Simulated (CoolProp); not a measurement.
Vapour-liquid equilibrium of R13 (1) + isobutane (2) at -0.65 °C; x and y are mole fractions of (1).

Model: multi-fluid Helmholtz-energy mixture model, Platzer 1990 and Bücker 2006; pair parameters Bell 2016, in CoolProp. This equation is an older, rougher fit; its heat capacities, sound speeds and derivatives of the liquid may be far off and weren't checked against measurements.

Give the bubble pressure and the first vapour's composition at x = 0.2, 0.35, 0.8. Is there an azeotrope?

x = 0.2: 0.6067 MPa, y = 0.760; x = 0.35: 0.8754 MPa, y = 0.844; x = 0.8: 1.555 MPa, y = 0.951. No azeotrope shows between x = 0.05 and 0.95.

The pair parameters rest on a limited set of measurements; away from them the model extrapolates. The gap from Raoult's law changes sign with composition, which may be real or a fault of the pair parameters; it wasn't checked against measurements.
